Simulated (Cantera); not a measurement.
What does this Cantera script print?

```python
import numpy as np
import cantera as ct

gas_names = """
    Cr CrO CrO2 CrO3 H HO2 H2 H2O H2O2 O OH O2 O3
""".split()
cond_names = """
    Cr(cr) Cr(L) Cr2O3(s) Cr2O3(L) H2O(s) H2O(L)
""".split()


# ... load() reads the species with a 1 bar reference pressure and builds the phases ...
atoms = {
    'Cr2O3': {'Cr': 2, 'O': 3},
    'H2': {'H': 2},
}
top_T = {}  # K; cautious upper limits of use, not melting points


# ... equilibrate(T, P, feed) seeds the gas with the atoms and calls Mixture.equilibrate('TP', solver="vcs", rtol=1e-11, max_steps=5000) ...
results = []
feed = {'Cr2O3': 1, 'H2': 840}  # mol
T = 1573.15  # K
for P in [10, 68, 460, 3200, 22000, 150000, 1000000]:
    mix = equilibrate(T, P, feed)
    results.append((T, P, feed, dict(zip(mix.species_names, mix.species_moles))))

top = {s: max(r[3][s] / sum(r[3][g] for g in gas_names) for r in results) for s in gas_names}
cols = sorted((s for s in top if top[s] > 1e-05), key=lambda s: -top[s])[:9]
seen = [c for c in cond_names if any(r[3].get(c, 0) > 1e-12 for r in results)]
print("log10 of partial pressures in bar; condensed amounts in mol")
print(f"{'P/Pa':>10s}" + "".join(f"{s[:9]:>10s}" for s in cols + seen))
for T, P, feed, n in results:
    ng = sum(n[g] for g in gas_names)
    print(f"{P:10.4g}" + "".join(f"{np.log10(max(n[s] / ng * P / 1e5, 1e-99)):10.3f}" for s in cols)
          + "".join(f"{n.get(c, 0):10.4g}" for c in seen))
```

Output:

```
log10 of partial pressures in bar; condensed amounts in mol
      P/Pa        H2         H       H2O        Cr    Cr(cr)  Cr2O3(s)
        10    -4.004    -6.392    -6.450    -6.626         0         0
        68    -3.170    -5.975    -5.706    -5.883         0    0.1877
       460    -2.339    -5.559    -5.045    -5.628    0.6683    0.4504
      3200    -1.496    -5.138    -4.202    -5.628     1.037    0.4503
   2.2e+04    -0.658    -4.719    -3.365    -5.628      1.09    0.4503
   1.5e+05     0.175    -4.303    -2.531    -5.628     1.098    0.4503
     1e+06     0.999    -3.891    -1.707    -5.628     1.099    0.4503
```

Equilibrium computed with Cantera from the NASA thermochemical tables; the gas is ideal and each condensed phase is pure. Mutual solubility and eutectic melting of coexisting phases are not modelled.
